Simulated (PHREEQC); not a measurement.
1 kg of water holding 0.0034 mol/kgw MgSO4, 0.039 mol/kgw NaCl and 0.26 mol/kgw K2SO4 is evaporated at 40 °C; the solids stay in contact with the brine. CO2 from the air is kept out. Solids allowed: Arcanite, Bischofite, Bloedite, Brucite, Carnallite, Epsomite, Glaserite, Halite, Hexahydrite, Kainite, Kieserite, Leonite, Mirabilite, Misenite, Schoenite, Sylvite, Thenardite, MgCl2_4H2O. Others were left out.

The series has 28 steps of water left (kg), from 1 to 0.005012.

Equilibrium calculation in PHREEQC: Pitzer model, pitzer.dat.

Question: Which solids form, in which order, and at which step of the series does each first stand?

Answer: Arcanite from water left = 0.3082 kg; Glaserite from water left = 0.0293 kg; Sylvite from water left = 0.006093 kg.

Constants without temperature data keep their 25 °C values here.
